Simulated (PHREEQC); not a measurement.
Consider water at 83 °C with 41 mmol/kgw ZnSO4, 0.86 mmol/kgw H3BO3 and 4.1 mmol/kgw MnSO4. Closed to the air; pH follows from the charge balance.

Equilibrium calculation in PHREEQC: ion-association model, phreeqc.dat.

Each row changes one thing in this solution. No solid was allowed to form.

```tsv
case	pH	ionic strength (mol/kgw)	Zn+2 (mol/kgw)	SO4-2 (mol/kgw)	ZnSO4 (mol/kgw)	MnSO4 (mol/kgw)
as made	5.05	0.0926	0.0212	0.0210	0.0176	0.00221
0.0047 mol/kgw CaCl2 added	5.05	0.103	0.0214	0.0209	0.0163	0.00212
ZnSO4 from 0.041 to 0.0615 mol/kgw	5.03	0.130	0.0307	0.0283	0.0264	0.00226
MnSO4 from 0.0041 to 0.00205 mol/kgw	5.04	0.0894	0.0214	0.0203	0.0175	0.00110
diluted 5-fold with water	5.13	0.0231	0.00528	0.00567	0.00281	0.000343
```

Complexes and solids missing from the database can't appear. Constants without temperature data keep their 25 °C values here.
